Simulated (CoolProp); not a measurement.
R236EA along the isotherm 412 K: density (kg/m³) from the reference equation and from simpler models built on Tc = 412.4 K, pc = 34.14 bar, ω = 0.368; each cubic takes its own stable root.

Model: reference Helmholtz-energy equation of state, Rui 2013, in CoolProp.

| p (bar) | phase | reference |
|---|---|---|
| 4 | gas | 18.52 |
| 8 | gas | 38.83 |
| 12 | gas | 61.43 |
| 16 | gas | 87.08 |
| 20 | gas | 117.1 |
| 24 | gas | 153.9 |
| 28 | gas | 203.5 |
| 32 | gas | 289.6 |
| 36 | liquid | 813.8 |
| 40 | liquid | 873.2 |
| 44 | liquid | 907.1 |
| 48 | liquid | 931.7 |
| 52 | liquid | 951.5 |
| 56 | liquid | 968.1 |
| 60 | liquid | 982.6 |

### Question
How far does each simpler model (van der Waals, Redlich-Kwong, Soave-Redlich-Kwong, Peng-Robinson) lie from the reference over these 15 states: mean and median of the absolute difference, and the worst?

### Answer
- van der Waals: mean 17.1 %, median 11.2 %, worst -34.3 % at 412 K and 36 bar
- Redlich-Kwong: mean 8.9 %, median 4.0 %, worst -22.9 % at 412 K and 36 bar
- Soave-Redlich-Kwong: mean 8.8 %, median 3.8 %, worst -22.6 % at 412 K and 36 bar
- Peng-Robinson: mean 5.1 %, median 2.7 %, worst -14.8 % at 412 K and 36 bar
